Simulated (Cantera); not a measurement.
Mixture: CH3OH : O2 : N2 : H2O = 1 : 3.57 : 13.4 : 3.7 (molar parts), equivalence ratio 0.42, at 2800000 Pa, adiabatic and at constant pressure. Ignition delay is the time to a rise of 400 K.

Computed with Cantera and GRI-Mech 3.0 (53 species, 325 reactions). GRI-Mech 3.0 was tuned for natural gas; its chemistry of methanol as a main component is partial and can be far from experiment. The pressure lies above the range GRI-Mech 3.0 was tuned for (to about 10 atm).

### Question
What does this change do: pressure from 2800000 Pa to 500000 Pa?

### Answer
```json
[
 {"quantity": "delay at 1098 K", "before": "5.25 ms", "after": "15.7 ms"},
 {"quantity": "delay at 1173 K", "before": "1.24 ms", "after": "3.74 ms"},
 {"quantity": "delay at 1248 K", "before": "0.346 ms", "after": "1.07 ms"},
 {"quantity": "delay at 1323 K", "before": "0.113 ms", "after": "0.364 ms"},
 {"quantity": "delay at 1398 K", "before": "42.8 µs", "after": "0.144 ms"},
 {"quantity": "delay at 1473 K", "before": "18.5 µs", "after": "65.4 µs"},
 {"quantity": "apparent activation energy between 1323 and 1473 K", "before": "200 kJ/mol", "after": "190 kJ/mol"}
]
```
